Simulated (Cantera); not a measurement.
Tantalum, niobium, vanadium and zirconium in process gases: V + H₂O + H₂

Input: 1 mol V, 0.28 mol H₂O, 110 mol H₂, at 1.00 bar.

Equilibrium computed with Cantera from the NASA thermochemical tables; the gas is ideal and each condensed phase is pure. Candidate condensed phases: H₂O, V, VO, V₂O₃, V₂O₄, V₂O₅; 12 gas species. Each liquid is taken as pure. Mutual solubility and eutectic melting of coexisting phases are not modelled. VO: taken at fixed stoichiometry. Condensed phases not in the tables: N, O or C dissolved in the metal. Kinetics and transport are ignored.

From 2075 K to 2175 K the condensed part is V(s) + VO(l). From 2225 K to 2525 K the condensed part is V(l) + VO(l). The main V-bearing gas is V throughout. The share of V in condensed phases is highest at 2075 K (99.9 %) and lowest at 2525 K (81.2 %).

| T (K) | log p H₂ | log p H | log p H₂O | log p V | log p VO | n V(s) | n VO(l) | n V(l) |
|---|---|---|---|---|---|---|---|---|
| 2075 | 0.00 | -2.58 | -3.33 | -5.16 | -5.24 | 0.771 | 0.228 | 0 |
| 2125 | 0.00 | -2.44 | -3.27 | -4.87 | -4.97 | 0.778 | 0.220 | 0 |
| 2175 | 0.00 | -2.31 | -3.22 | -4.58 | -4.71 | 0.785 | 0.210 | 0 |
| 2225 | 0.00 | -2.19 | -3.15 | -4.32 | -4.46 | 0 | 0.197 | 0.793 |
| 2275 | 0.00 | -2.07 | -3.09 | -4.08 | -4.23 | 0 | 0.182 | 0.802 |
| 2325 | -0.01 | -1.96 | -3.03 | -3.84 | -4.01 | 0 | 0.163 | 0.809 |
| 2375 | -0.01 | -1.85 | -2.97 | -3.62 | -3.79 | 0 | 0.139 | 0.814 |
| 2425 | -0.01 | -1.75 | -2.91 | -3.40 | -3.59 | 0 | 0.110 | 0.815 |
| 2475 | -0.01 | -1.65 | -2.86 | -3.20 | -3.39 | 0 | 0.0721 | 0.808 |
| 2525 | -0.01 | -1.56 | -2.81 | -3.00 | -3.21 | 0 | 0.0231 | 0.789 |
log p: log10 of the partial pressure in bar; n: condensed amount in mol.
